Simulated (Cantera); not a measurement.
Charge: 1 mol Si₂H₆, a varied amount of CO₂, at 1002 °C and 2.10 mbar.

Cantera equilibrium calculation (NASA polynomials, part measured and part estimated; ideal gas, pure solids and liquids). Candidate condensed phases: C, C₆H₆, C₇H₈, C₈H₁₈, H₂O, Si, SiC, SiO₂; 123 gas species. The feed counts by its element totals alone. Mutual solubility and eutectic melting of coexisting phases are not modelled. The tables hold silica as quartz up to 1696 K and as liquid above; real silica turns to tridymite and cristobalite and melts near 1996 K. Rates play no part.

log p: log10 of the partial pressure in bar; n: condensed amount in mol.

| n(CO₂) (mol) | log p H₂ | log p CO | log p CO₂ | log p H₂O | log p SiO | log p H | log p CH₄ | n SiC(s) | n SiO₂(β-quartz) | n C(graphite) |
|---|---|---|---|---|---|---|---|---|---|---|
| 1.4 | -2.75 | -3.50 | -9.15 | -8.18 | -6.68 | -7.51 | -7.54 | 0.867 | 1.13 | 0 |
| 2.3 | -2.76 | -3.46 | -9.07 | -8.15 | -6.72 | -7.51 | -7.55 | 0 | 2.00 | 1.70 |
| 3.3 | -2.95 | -3.01 | -8.18 | -7.89 | -7.16 | -7.61 | … | 0 | 2.00 | 0.700 |
| 4.2 | -3.07 | -2.92 | -4.57 | -4.50 | -10.68 | -7.67 | … | 0 | 2.00 | 0 |
| 5.1 | -3.19 | -2.93 | -3.83 | -3.87 | -11.43 | -7.73 | … | 0 | 2.00 | 0 |
| 6 | -3.30 | -2.95 | -3.57 | -3.70 | -11.70 | -7.78 | … | 0 | 2.00 | 0 |
| 6.9 | -3.40 | -2.97 | -3.42 | -3.63 | -11.87 | -7.83 | … | 0 | 2.00 | 0 |
| 7.8 | -3.48 | -2.99 | -3.32 | -3.59 | -12.00 | -7.87 | … | 0 | 2.00 | 0 |

Some entries are withheld; supply them.


- 3.3, log p CH₄: -7.93
- 4.2, log p CH₄: -11.61
- 5.1, log p CH₄: -12.61
- 6, log p CH₄: -13.11
- 6.9, log p CH₄: -13.49
- 7.8, log p CH₄: -13.81
